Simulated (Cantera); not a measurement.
An adiabatic, constant-volume homogeneous reactor starts with CH4 : O2 : N2 = 1 : 1.82 : 6.84 (molar parts), equivalence ratio 1.1, at 1675 K and 1.01 bar.

Computed with Cantera and GRI-Mech 3.0 (53 species, 325 reactions).

### Question
Predict: time of steepest temperature rise; temperature at 0.400 s; equilibrium temperature; x(O2) at 0.400 s; x(HO2) at 0.400 s; x(HCN) at 0.400 s; x(NO) at 0.400 s; x(H) at 0.400 s.

### Answer
```
Property                                                            Result
---------------------------------  ---------------------------------------
time of steepest temperature rise                                 0.249 ms
temperature at 0.400 s                                              2966 K
equilibrium temperature                                             2966 K
x(O2) at 0.400 s                     0.0162 (gas-phase equilibrium 0.0162)
x(HO2) at 0.400 s                  8.07e-6 (gas-phase equilibrium 8.07e-6)
x(HCN) at 0.400 s                  7.81e-9 (gas-phase equilibrium 7.81e-9)
x(NO) at 0.400 s                     0.0116 (gas-phase equilibrium 0.0116)
x(H) at 0.400 s                      0.0183 (gas-phase equilibrium 0.0183)
```
